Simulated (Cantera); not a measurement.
Cantera with NASA thermochemical tables; ideal gases at 1 bar, condensed phases pure. Values are per mole of reaction as written; species without (g) are pure solids or liquids, kept so even where they would boil at 1 bar.

Q: Between 448 and 1448 K, where is each reaction favourable under standard conditions?
- 2 MgO + 2 I2(g) ⇌ 2 MgI2 + O2(g)

A: 
- 2 MgO + 2 I2(g) ⇌ 2 MgI2 + O2(g): ΔG° is 392 kJ at 448 K and 433 kJ at 1448 K; it stays positive (K < 1). ΔH° is 450 kJ and ΔS° 12 J/K at 1448 K.
